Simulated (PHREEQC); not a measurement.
Make-up at 25 °C: 0.02 mol HNO3, 0.1 mol KNO3 and 0.016 mol CuSO4 per kg of water. Closed to the air; pH follows from the charge balance.

Computed with PHREEQC (ion-association model, wateq4f.dat).

### Question
The ionic strength comes out as 0.163 mol/kgw. What activity coefficients do K+, H+, HSO4-, Cu+2, SO4-2 get?

### Answer
K+ 0.73, H+ 0.81, HSO4- 0.74, Cu+2 0.35, SO4-2 0.31.

No solid was allowed to form. Complexes and solids missing from the database can't appear.
